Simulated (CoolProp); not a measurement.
Properties of propane at several states.

The numbers come from the reference Helmholtz-energy equation of state, Lemmon 2009 in CoolProp.

| T (K) | p (MPa) | phase | conductivity (mW/(m K)) | fugacity coefficient |
|---|---|---|---|---|
| 301.2 | 25.1 | liquid | 113 | 0.07862 |
| 586.7 | 0.437 | gas | 62.6 | 0.9932 |
| 289 | 21.9 | liquid | 116 | 0.06207 |
| 317.4 | 2.07 | liquid | 86.0 | 0.5989 |
| 448.9 | 0.52 | gas | 38.6 | 0.9780 |
| 439 | 0.347 | gas | 36.9 | 0.9842 |

Thermal conductivity comes from a separate model (Marsh 2002).
